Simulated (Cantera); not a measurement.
A closed system holds: 1 mol Si, 0.06 mol O2, 270 mol H2, 0.029 mol N2O, equilibrated at 1898.15 K and 1.00 bar.

Equilibrium computed with Cantera from the NASA thermochemical tables; the gas is ideal and each condensed phase is pure. Candidate condensed phases: H2O, Si, SiO2, Si2N2O, Si3N4; 35 gas species. Gases not in the tables: Si2H6 and higher silanes. Kinetics and transport are ignored.

Base state: H2 0.998, H 0.000782, SiO 0.000551, N2 0.000107, SiH2 5.75e-5, Si 1.23e-5, SiH 1.07e-5 (mole fractions); condensed: Si(l).

**Question.** What changes in the equilibrium state with this change: pressure from 1.00 bar to 13.3 mbar?

**Answer.** 
```tsv
species	before	after
H2	0.998	0.992
H	0.000782	0.00675
Si	1.23e-5	0.000923
SiH	1.07e-5	9.26e-5
SiH2	5.75e-5	5.71e-5
N2	0.000107	0.000106
Si(l), mol	0.829	0.554
```

**Question.** What changes in the equilibrium state with this change: Si replaced by Si3N4?

**Answer.** 
```json
[
 {"species": "H2", "before": "0.998", "after": "0.991"},
 {"species": "N2", "before": "0.000107", "after": "0.00745"},
 {"species": "H", "before": "0.000782", "after": "0.000779"},
 {"species": "SiO", "before": "0.000551", "after": "0.000547"},
 {"species": "SiH2", "before": "5.75e-5", "after": "5.71e-5"},
 {"species": "SiH", "before": "1.07e-5", "after": "1.07e-5"},
 {"species": "Si", "before": "1.23e-5", "after": "1.23e-5"},
 {"species": "Si(l), mol", "before": "0.829", "after": "2.83"}
]
```
